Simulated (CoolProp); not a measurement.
CH3F (R41) along the isotherm 425 K: density (kg/m³) from the reference equation and from simpler models built on Tc = 317.3 K, pc = 5906 kPa, ω = 0.200; each cubic takes its own stable root.

Model: reference Helmholtz-energy equation of state, Lemmon 2006, in CoolProp. It is a short technical equation, of lower accuracy than the large ones.

| p (kPa) | phase | reference |
|---|---|---|
| 633 | gas | 6.194 |
| 1270 | gas | 12.63 |
| 1900 | gas | 19.21 |
| 2530 | gas | 26.00 |
| 3160 | gas | 33.02 |
| 3800 | gas | 40.38 |
| 4430 | gas | 47.88 |
| 5060 | gas | 55.63 |
| 5700 | gas | 63.77 |
| 6330 | supercritical | 72.05 |
| 6960 | supercritical | 80.60 |
| 7590 | supercritical | 89.42 |
| 8230 | supercritical | 98.68 |
| 8860 | supercritical | 108.1 |

How far does each simpler model (ideal gas, van der Waals, Redlich-Kwong, Soave-Redlich-Kwong, Peng-Robinson) lie from the reference over these 14 states: mean and median of the absolute difference, and the worst?


- ideal gas: mean 11.5 %, median 11.6 %, worst -21.1 % at 425 K and 8860 kPa
- van der Waals: mean 1.1 %, median 0.6 %, worst +3.5 % at 425 K and 8860 kPa
- Redlich-Kwong: mean 0.2 %, median 0.3 %, worst -0.4 % at 425 K and 8860 kPa
- Soave-Redlich-Kwong: mean 2.8 %, median 2.7 %, worst -5.7 % at 425 K and 8860 kPa
- Peng-Robinson: mean 0.7 %, median 0.5 %, worst -2.1 % at 425 K and 8860 kPa
